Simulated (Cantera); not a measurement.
A perfectly stirred reactor is fed with CH4 : N2 = 1 : 1.5 (molar parts), at 0.00799 atm; it is held at 1398 K, and followed from long to short residence time.

Computed with Cantera and GRI-Mech 3.0 (53 species, 325 reactions). GRI-Mech 3.0 stops at C3 and has no aromatics, soot or wall deposition, so with more carbon than oxygen in the feed, carbon stays in small species such as C2H2 where larger ones or solid carbon would form. Radical loss at walls, strong at low pressure, is not modelled.

### Question
What does this change do: N2 1.5 to 4 parts?

### Answer
```
quantity                 before     after
---------------------  --------  --------
x(CH4) at τ = 20.0 s      0.328     0.169
x(CH2) at τ = 20.0 s    5.61e-9   5.52e-9
x(C2H) at τ = 20.0 s   8.15e-10  5.54e-10
x(H2) at τ = 20.0 s      0.0755    0.0373
x(CH3) at τ = 20.0 s   0.000232  0.000165
x(CH4) at τ = 0.300 s     0.400     0.200
x(CH2) at τ = 0.300 s  7.83e-10  3.13e-10
x(C2H) at τ = 0.300 s    <1e-12    <1e-12
x(H2) at τ = 0.300 s   0.000179   4.67e-5
x(CH3) at τ = 0.300 s   9.41e-5   4.19e-5
```

### Question
What does this change do: pressure from 0.00799 atm to 0.132 atm?

### Answer
| quantity | before | after |
|---|---|---|
| x(CH4) at τ = 20.0 s | 0.328 | 0.246 |
| x(CH2) at τ = 20.0 s | 5.61e-9 | 5.29e-10 |
| x(C2H) at τ = 20.0 s | 8.15e-10 | 6.29e-10 |
| x(H2) at τ = 20.0 s | 0.0755 | 0.164 |
| x(CH3) at τ = 20.0 s | 0.000232 | 6.06e-5 |
| x(CH4) at τ = 0.300 s | 0.400 | 0.395 |
| x(CH2) at τ = 0.300 s | 7.83e-10 | 1.03e-9 |
| x(C2H) at τ = 0.300 s | <1e-12 | 1.15e-11 |
| x(H2) at τ = 0.300 s | 0.000179 | 0.00455 |
| x(CH3) at τ = 0.300 s | 9.41e-5 | 0.000107 |
